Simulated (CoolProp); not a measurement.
Saturation properties of carbon monoxide.

Values from CoolProp's reference Helmholtz-energy equation of state, Lemmon 2006. It is a short technical equation, of lower accuracy than the large ones.

| T (K) | p (MPa) | liquid density (kg/m³) | vapour density (kg/m³) | enthalpy of vaporisation (kJ/kg) | liquid cp (kJ/(kg K)) |
|---|---|---|---|---|---|
| 87.5 | 0.1881 | 767.0 | ? | 206.1 | 2.171 |
| 91.7 | 0.2781 | ? | 11.16 | 199.4 | 2.202 |
| 96 | 0.3998 | 726.1 | ? | 191.9 | 2.248 |
| 100.2 | 0.5525 | 704.3 | 21.51 | 183.8 | 2.309 |
| 104.5 | 0.7485 | 680.6 | 29.04 | 174.6 | 2.396 |
| 108.7 | 0.9840 | 655.6 | ? | ? | ? |
| 113 | 1.276 | 627.7 | ? | 152.7 | 2.685 |
| 117.2 | 1.616 | ? | 65.91 | 139.2 | 2.942 |

Task: Complete the blanks.

Result: 
- 87.5, vapour density (kg/m³): 7.738
- 91.7, liquid density (kg/m³): 747.3
- 96, vapour density (kg/m³): 15.74
- 108.7, vapour density (kg/m³): 38.37
- 108.7, enthalpy of vaporisation (kJ/kg): 164.5
- 108.7, liquid cp (kJ/(kg K)): 2.513
- 113, vapour density (kg/m³): 50.55
- 117.2, liquid density (kg/m³): 597.2

It boils at 81.6 K under 1 atm.
